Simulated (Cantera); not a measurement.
Input: 1 mol trisilylamine, 19 mol NH₃, 13 mol N₂, held at 12.0 Pa.

Equilibrium computed with Cantera from the NASA thermochemical tables; the gas is ideal and each condensed phase is pure. Candidate condensed phases: Si, Si₃N₄; 18 gas species. The feed counts by its element totals alone. Gases not in the tables: Si₂H₆ and higher silanes. Rates play no part.

Problem. Which condensed phases are stable at each of these points (T (°C)): 1102, 1177, 1252, 1327, 1402, 1477, 1552, 1627, 1702, 1777?

Solution. 
| T (°C) | condensed phases | Si condensed (%) |
|---|---|---|
| 1102 | Si₃N₄(s) | 100.0 |
| 1177 | Si₃N₄(s) | 100.0 |
| 1252 | Si(s) | 99.7 |
| 1327 | Si(s) | 98.4 |
| 1402 | Si(s) | 92.9 |
| 1477 | Si(l) | 75.2 |
| 1552 | Si(l) | 22.4 |
| 1627 | gas only | 0.0 |
| 1702 | gas only | 0.0 |
| 1777 | gas only | 0.0 |

From 1102 °C to 1177 °C the condensed part is Si₃N₄(s). From 1252 °C to 1402 °C the condensed part is Si(s). From 1477 °C to 1552 °C the condensed part is Si(l). From 1627 °C to 1777 °C nothing is condensed.
